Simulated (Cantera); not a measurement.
Feed: 1 mol MgO, 2.8 mol SO2, 18 mol N2, 0.26 mol H2S, at 100 Torr.

Cantera equilibrium calculation (NASA polynomials, part measured and part estimated; ideal gas, pure solids and liquids). Candidate condensed phases: H2O, H2SO4, Mg, MgO, Mg(OH)2, MgS, MgSO4, S; 43 gas species. The numbers say what is thermodynamically allowed, not how fast it happens. All values below are at 1075 °C.

Base state: N2 0.852, SO2 0.126, H2O 0.0118, S2 0.00866, SO 0.000515, H2 0.000414, S2O 0.000315, H2S 0.000116 (mole fractions); condensed: MgO(s).

Task: What changes in the equilibrium state with this change: H2S from 0.26 to 0.85 mol?

Result: 
| species | before | after |
|---|---|---|
| N2 | 0.852 | 0.823 |
| SO2 | 0.126 | 0.109 |
| H2O | 0.0118 | 0.0361 |
| S2 | 0.00866 | 0.0273 |
| H2S | 0.000116 | 0.000904 |
| H2 | 0.000414 | 0.00182 |
| SH | 1.57e-5 | 5.83e-5 |
| MgO(s), mol | 1.00 | 1.00 |
